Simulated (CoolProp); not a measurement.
Model: reference Helmholtz-energy equation of state, Fiedler 2023, in CoolProp.

Q: For tetrahydrofuran, give the phase and the cp (kJ/(kg K)), expansivity (1/kK) at 364.1 K and 0.969 MPa.

A: 
- 364.1 K and 0.969 MPa: liquid; cp 1.99, expansivity 1.51
